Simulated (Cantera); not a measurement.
**TEOS + H₂O (silicon oxide and oxynitride deposition)**

Feed: 1 mol TEOS, a varied amount of H₂O, held at 1100 K and 0.188 Torr.

Equilibrium computed with Cantera from the NASA thermochemical tables; the gas is ideal and each condensed phase is pure. Candidate condensed phases: C, C₆H₆, C₇H₈, C₈H₁₈, H₂O, Si, SiC, SiO₂; 123 gas species. The feed counts by its element totals alone. Rates play no part.

```tsv
n(H₂O) (mol)	x H₂	x CO	x H₂O	x CO₂	x CH₄	x H	x SiO	x C₂H₂ (acetylene)	n C(graphite)	n SiO₂(β-quartz)
0.21	0.822	0.178	3.27e-6	6.99e-7	6.06e-6	1.48e-6	2.11e-7	1.09e-8	5.79	1.000
0.35	0.815	0.185	3.37e-6	7.55e-7	5.96e-6	1.48e-6	2.03e-7	1.09e-8	5.65	1.000
0.57	0.804	0.196	3.52e-6	8.44e-7	5.81e-6	1.47e-6	1.92e-7	1.07e-8	5.43	1.000
0.94	0.788	0.212	3.73e-6	9.90e-7	5.57e-6	1.45e-6	1.77e-7	1.05e-8	5.06	1.000
1.5	0.767	0.233	4.00e-6	1.20e-6	5.27e-6	1.43e-6	1.61e-7	1.02e-8	4.50	1.000
2.5	0.735	0.265	4.35e-6	1.55e-6	4.85e-6	1.40e-6	1.42e-7	9.79e-9	3.50	1.000
4.2	0.696	0.304	4.73e-6	2.04e-6	4.35e-6	1.36e-6	1.23e-7	9.27e-9	1.80	1.000
6.8	0.655	0.312	0.0219	0.0103	8.04e-10	1.32e-6	2.50e-11	<1e-12	0	1.00
```
x: gas mole fraction; n: condensed amount in mol.

From 0.21 mol H₂O to 4.2 mol H₂O the condensed part is C(graphite) + SiO₂(β-quartz). At 6.8 mol H₂O the condensed part is SiO₂(β-quartz).
